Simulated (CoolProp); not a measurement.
Aqueous potassium formate as a coolant, 16 % by mass, freezing at -8.7 °C, 1 atm.

Model: Melinder's fits for secondary coolants, in CoolProp.

```json
[
 {"T (°C)": "-3.9", "conductivity (W/(m K))": "0.535", "viscosity (mPa s)": "2.39", "Prandtl number": "16.0", "density (kg/m³)": "1102"},
 {"T (°C)": "2.6", "conductivity (W/(m K))": "0.544", "viscosity (mPa s)": "1.97", "Prandtl number": "13.0", "density (kg/m³)": "1101"},
 {"T (°C)": "9.2", "conductivity (W/(m K))": "0.553", "viscosity (mPa s)": "1.65", "Prandtl number": "10.7", "density (kg/m³)": "1100"},
 {"T (°C)": "15.7", "conductivity (W/(m K))": "0.561", "viscosity (mPa s)": "1.41", "Prandtl number": "9.00", "density (kg/m³)": "1098"},
 {"T (°C)": "22.3", "conductivity (W/(m K))": "0.570", "viscosity (mPa s)": "1.21", "Prandtl number": "7.65", "density (kg/m³)": "1096"},
 {"T (°C)": "28.8", "conductivity (W/(m K))": "0.578", "viscosity (mPa s)": "1.06", "Prandtl number": "6.60", "density (kg/m³)": "1094"},
 {"T (°C)": "35.3", "conductivity (W/(m K))": "0.587", "viscosity (mPa s)": "0.933", "Prandtl number": "5.74", "density (kg/m³)": "1091"}
]
```
